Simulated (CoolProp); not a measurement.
Properties of R123 along the isotherm 486.1 K (Tc = 456.8 K, pc = 3.662 MPa, ω = 0.282).

Computed with CoolProp (reference Helmholtz-energy equation of state, Younglove 1994). It is a modified Benedict-Webb-Rubin equation, recast in Helmholtz form.

```
p (MPa)  phase  cv (kJ/(kg K))  speed of sound (m/s)  Joule-Thomson coefficient (K/MPa)  viscosity (µPa s)  conductivity (mW/(m K))
-------  -----  --------------  --------------------  ---------------------------------  -----------------  -----------------------
0.00579    gas          0.8017                 167.9                              8.476               16.8                     19.9
0.0132     gas          0.8018                 167.8                              8.480               16.8                     19.9
0.03       gas          0.8020                 167.7                              8.489               16.8                     19.9
0.0682     gas          0.8024                 167.3                              8.511               16.8                     20.0
0.155      gas          0.8033                 166.3                              8.561               16.8                     20.0
0.353      gas          0.8054                 164.2                              8.680               16.9                     20.2
0.804      gas          0.8106                 159.0                              8.982               17.0                     20.6
1.83       gas          0.8248                 146.2                              9.854               17.6                     21.8
```

Viscosity comes from a separate model (Tanaka 1996). Thermal conductivity comes from a separate model (Laesecke 1996).
